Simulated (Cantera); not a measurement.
**Thermodynamics of carbothermic reduction, feed Ta2O5 + C + H2**

Input: 1 mol Ta2O5, 0.43 mol C, a varied amount of H2, equilibrated at 1875 K and 0.00760 bar.

Method: chemical equilibrium by Gibbs-energy minimisation in Cantera with the NASA 1993 tables (ideal gas, pure condensed phases). Candidate condensed phases: C, C6H6, C7H8, C8H18, H2O, Ta, TaC, Ta2O5; 113 gas species. Mutual solubility and eutectic melting of coexisting phases are not modelled. TaC: taken at fixed stoichiometry. Condensed phases not in the tables: Ta2C, N, O or C dissolved in the metal. Kinetics and transport are ignored.

| n(H2) (mol) | x H2 | x CO | x H | x H2O | n TaC(s) | n Ta2O5(s) | n Ta(s) |
|---|---|---|---|---|---|---|---|
| 0.87 | 0.733 | 0.260 | 0.00644 | 0.00103 | 0.123 | 0.938 | 0 |
| 1.2 | 0.789 | 0.203 | 0.00668 | 0.00104 | 0.123 | 0.938 | 0 |
| 1.6 | 0.832 | 0.160 | 0.00686 | 0.00102 | 0.123 | 0.938 | 0 |
| 2 | 0.860 | 0.132 | 0.00697 | 0.00100 | 0.124 | 0.938 | 0 |
| 2.4 | 0.879 | 0.113 | 0.00705 | 0.000978 | 0.124 | 0.938 | 0 |
| 2.8 | 0.894 | 0.0982 | 0.00711 | 0.000955 | 0.124 | 0.938 | 0 |
| 3.1 | 0.902 | 0.0896 | 0.00714 | 0.000939 | 0.124 | 0.938 | 0 |
| 3.5 | 0.909 | 0.0833 | 0.00717 | 0.000927 | 0.111 | 0.935 | 0.0187 |
| 3.9 | 0.909 | 0.0833 | 0.00717 | 0.000927 | 0.0740 | 0.928 | 0.0699 |
x: gas mole fraction; n: condensed amount in mol.

From 0.87 mol H2 to 3.1 mol H2 the condensed part is TaC(s) + Ta2O5(s). From 3.5 mol H2 to 3.9 mol H2 the condensed part is Ta(s) + TaC(s) + Ta2O5(s). The main Ta-bearing gas is TaO2 throughout.
